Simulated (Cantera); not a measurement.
Cantera with NASA thermochemical tables; ideal gases at 1 bar, condensed phases pure. Values are per mole of reaction as written; species without (g) are pure solids or liquids, kept so even where they would boil at 1 bar.

5 O2(g) + P4(g) ⇌ P4O10

| T (K) | ΔH° (kJ) | ΔS° (J/K) | ΔG° (kJ) | log10 K |
|---|---|---|---|---|
| 398 | ? | ? | ? | ? |
| 423 | -3066.2 | -1069.9 | -2613.7 | 322.75 |
| 448 | -3065.0 | -1067.1 | -2586.9 | 301.62 |
| 473 | -3063.6 | -1064.0 | -2560.3 | 282.74 |
| 498 | -3062.0 | -1060.8 | -2533.8 | 265.76 |
| 523 | -3060.2 | -1057.2 | -2507.3 | 250.41 |
| 548 | ? | ? | ? | ? |
| 573 | -3056.1 | -1049.7 | -2454.6 | 223.76 |
| 598 | -3053.8 | -1045.8 | -2428.4 | 212.11 |
| 623 | ? | ? | ? | ? |

Problem. What belongs in the gaps?

Solution. 
- 398, ΔH° (kJ): -3067.2
- 398, ΔS° (J/K): -1072.3
- 398, ΔG° (kJ): -2640.4
- 398, log10 K: 346.53
- 548, ΔH° (kJ): -3058.2
- 548, ΔS° (J/K): -1053.6
- 548, ΔG° (kJ): -2480.9
- 548, log10 K: 236.47
- 623, ΔH° (kJ): -3051.3
- 623, ΔS° (J/K): -1041.7
- 623, ΔG° (kJ): -2402.3
- 623, log10 K: 201.41
